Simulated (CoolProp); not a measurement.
Propylene at 298.15 K and 4.95 MPa flows at 0.46 m/s in a round tube of 50 mm bore and 15 µm roughness, fully developed (64/Re and Nu = 3.66 if laminar; Colebrook and Gnielinski if turbulent). Each further row changes one setting.

The numbers come from the reference Helmholtz-energy equation of state, Lemmon 2013 in CoolProp.

```tsv
case	Reynolds number	Darcy friction factor	pressure drop (Pa/m)	heat-transfer coefficient (W/(m² K))	mass flow (kg/h)
as stated	___	0.0190	20.8	___	1680
velocity 0.92 m/s	235000	0.0174	___	1850	3370
diameter 100 mm	235000	0.0164	8.98	880	6740
```

Problem. Some entries are withheld; supply them.

Solution. 
- as stated, Reynolds number: 117000
- as stated, heat-transfer coefficient (W/(m² K)): 994
- velocity 0.92 m/s, pressure drop (Pa/m): 76.3

Viscosity comes from a separate model (Huber 2003), an estimate that may be off by 10 % or more. Thermal conductivity comes from a separate model (Huber 2003), an estimate that may be off by 10 % or more.
